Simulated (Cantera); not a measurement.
An adiabatic, constant-pressure homogeneous reactor starts with CH4 : CO : O2 : N2 = 1 : 0.052 : 3.9 : 14.6 (molar parts), equivalence ratio 0.52, at 1700 K and 1.00 atm. Integrator tolerance rtol = 1e-08.

Detailed kinetics in Cantera: GRI-Mech 3.0 (53 species, 325 reactions).

Question: What does this change do: pressure from 1.00 atm to 10.9 atm?

Answer: 
| quantity | before | after |
|---|---|---|
| time of steepest temperature rise | 0.198 ms | 27.4 µs |
| temperature at 4.00 s | 2557 K | 2636 K |
| equilibrium temperature | 2557 K | 2636 K |
| x(CH4) at 4.00 s | <1e-12 (gas-phase equilibrium <1e-12) | <1e-12 (gas-phase equilibrium <1e-12) |
| x(CO) at 4.00 s | 0.00768 (gas-phase equilibrium 0.00768) | 0.00376 (gas-phase equilibrium 0.00376) |
| x(O2) at 4.00 s | 0.0863 (gas-phase equilibrium 0.0863) | 0.0854 (gas-phase equilibrium 0.0854) |
| x(HCO) at 4.00 s | 1.61e-9 (gas-phase equilibrium 1.61e-9) | 2.17e-9 (gas-phase equilibrium 2.17e-9) |
| x(CH2O) at 4.00 s | 7.57e-12 (gas-phase equilibrium 7.57e-12) | 1.83e-11 (gas-phase equilibrium 1.83e-11) |
| x(C2H4) at 4.00 s | <1e-12 (gas-phase equilibrium <1e-12) | <1e-12 (gas-phase equilibrium <1e-12) |

Question: What does this change do: initial temperature 1700 to 1250 K?

Answer: 
```json
[
 {"quantity": "time of steepest temperature rise", "before": "0.198 ms", "after": "16.1 ms"},
 {"quantity": "temperature at 4.00 s", "before": "2557 K", "after": "2272 K"},
 {"quantity": "equilibrium temperature", "before": "2557 K", "after": "2272 K"},
 {"quantity": "x(CH4) at 4.00 s", "before": "<1e-12 (gas-phase equilibrium <1e-12)", "after": "<1e-12 (gas-phase equilibrium <1e-12)"},
 {"quantity": "x(CO) at 4.00 s", "before": "0.00768 (gas-phase equilibrium 0.00768)", "after": "0.00168 (gas-phase equilibrium 0.00168)"},
 {"quantity": "x(O2) at 4.00 s", "before": "0.0863 (gas-phase equilibrium 0.0863)", "after": "0.0902 (gas-phase equilibrium 0.0902)"},
 {"quantity": "x(HCO) at 4.00 s", "before": "1.61e-9 (gas-phase equilibrium 1.61e-9)", "after": "7.06e-11 (gas-phase equilibrium 7.06e-11)"},
 {"quantity": "x(CH2O) at 4.00 s", "before": "7.57e-12 (gas-phase equilibrium 7.57e-12)", "after": "<1e-12 (gas-phase equilibrium <1e-12)"},
 {"quantity": "x(C2H4) at 4.00 s", "before": "<1e-12 (gas-phase equilibrium <1e-12)", "after": "<1e-12 (gas-phase equilibrium <1e-12)"}
]
```

Question: What does this change do: initial temperature 1700 to 1398 K?

Answer: 
```tsv
quantity	before	after
time of steepest temperature rise	0.198 ms	2.59 ms
temperature at 4.00 s	2557 K	2375 K
equilibrium temperature	2557 K	2375 K
x(CH4) at 4.00 s	<1e-12 (gas-phase equilibrium <1e-12)	<1e-12 (gas-phase equilibrium <1e-12)
x(CO) at 4.00 s	0.00768 (gas-phase equilibrium 0.00768)	0.00310 (gas-phase equilibrium 0.00310)
x(O2) at 4.00 s	0.0863 (gas-phase equilibrium 0.0863)	0.0888 (gas-phase equilibrium 0.0888)
x(HCO) at 4.00 s	1.61e-9 (gas-phase equilibrium 1.61e-9)	2.44e-10 (gas-phase equilibrium 2.44e-10)
x(CH2O) at 4.00 s	7.57e-12 (gas-phase equilibrium 7.57e-12)	1.28e-12 (gas-phase equilibrium 1.28e-12)
x(C2H4) at 4.00 s	<1e-12 (gas-phase equilibrium <1e-12)	<1e-12 (gas-phase equilibrium <1e-12)
```
